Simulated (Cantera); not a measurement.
A closed system holds: 1 mol AlCl3, 37 mol H2O, 580 mol N2, at 1900 K.

Method: chemical equilibrium by Gibbs-energy minimisation in Cantera with the NASA 1993 tables (ideal gas, pure condensed phases). Candidate condensed phases: Al, AlCl3, AlN, Al2O3, H2O, NH4Cl; 45 gas species. Gases not in the tables: Al(OH)3. The numbers say what is thermodynamically allowed, not how fast it happens.

x: gas mole fraction; n: condensed amount in mol.

| P (Pa) | x N2 | x H2O | x H2 | x H | x HCl | x O2 | n Al2O3(s) |
|---|---|---|---|---|---|---|---|
| 10 | 0.926 | 0.0433 | 0.00907 | 0.00756 | 0.00294 | 0.00387 | 0.499 |
| 63 | 0.932 | 0.0500 | 0.00565 | 0.00238 | 0.00366 | 0.00211 | 0.500 |
| 400 | 0.935 | 0.0534 | (withheld) | (withheld) | 0.00415 | (withheld) | 0.500 |
| 2500 | 0.936 | 0.0553 | (withheld) | (withheld) | 0.00446 | (withheld) | 0.500 |
| 16000 | 0.937 | 0.0562 | 0.00106 | 6.46e-5 | 0.00463 | 0.000298 | 0.500 |
| 100000 | 0.937 | 0.0567 | 0.000600 | 1.94e-5 | 0.00473 | 0.000152 | 0.500 |

**Question.** Complete the blanks.

**Answer.** 
- 400, x H2: 0.00330
- 400, x H: 0.000721
- 400, x O2: 0.00111
- 2500, x H2: 0.00189
- 2500, x H: 0.000218
- 2500, x O2: 0.000582
